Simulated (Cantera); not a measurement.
## Premixed flame

A freely propagating, adiabatic, planar premixed flame of CH₄ : C₂H₆ : C₃H₈ : O₂ : N₂ = 1 : 0.76 : 0.098 : 7.93 : 29.8 (molar parts), unburnt at 600 K and 100.0 Torr; mixture-averaged transport, grid criteria slope 0.08 and curve 0.16, no radiation.

Computed with Cantera and GRI-Mech 3.0 (53 species, 325 reactions). Burning velocities carry a grid error of a few per cent, more on coarse grids.

```tsv
z (mm)	T (K)	u (m/s)	x CH₄	x C₂H₆	x C₃H₈	x C₂H₄	x OH	x C₂H₂
-6.75	600	1.30	0.0252	0.0192	0.00247	1.93e-7	<1e-8	<1e-8
-4.50	601	1.31	0.0252	0.0192	0.00247	3.90e-6	<1e-8	3.67e-8
-3.37	606	1.32	0.0251	0.0191	0.00247	1.83e-5	1.65e-8	1.74e-7
-2.25	637	1.39	0.0243	0.0188	0.00244	0.000173	1.01e-6	1.85e-6
-1.12	876	1.94	0.0195	0.0145	0.00198	0.00137	3.53e-5	2.56e-5
-0.562	1179	2.64	0.0129	0.00703	0.000912	0.00222	0.000318	7.69e-5
0	1490	3.38	0.00452	0.000678	5.82e-5	0.00109	0.00224	0.000120
0.562	1615	3.67	0.000630	5.72e-6	1.84e-7	7.83e-5	0.00501	2.09e-5
1.12	1645	3.73	5.27e-5	1.71e-8	<1e-8	2.16e-6	0.00629	7.85e-7
2.25	1674	3.78	2.73e-7	<1e-8	<1e-8	<1e-8	0.00719	<1e-8
4.50	1712	3.85	<1e-8	<1e-8	<1e-8	<1e-8	0.00770	<1e-8
9.00	1763	3.95	<1e-8	<1e-8	<1e-8	<1e-8	0.00783	<1e-8
18.0	1824	4.07	<1e-8	<1e-8	<1e-8	<1e-8	0.00752	<1e-8
```
x: mole fraction of selected species; z is measured from the peak of heat release.

* **laminar burning velocity**: 130 cm/s
* **thermal thickness**: 2.25 mm
* **peak x(C₂H₄)**: 0.00223
* **peak x(OH)**: 0.00784
* **peak x(C₂H₂)**: 0.000126
* **grid points**: 139
